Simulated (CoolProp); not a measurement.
Values from CoolProp's reference Helmholtz-energy equation of state, Lemmon 2005.

Question: For R125, give the phase and the cp (kJ/(kg K)) at 40.75 °C and 0.0739 MPa.

Answer: 
- 40.75 °C and 0.0739 MPa: gas; cp 0.817
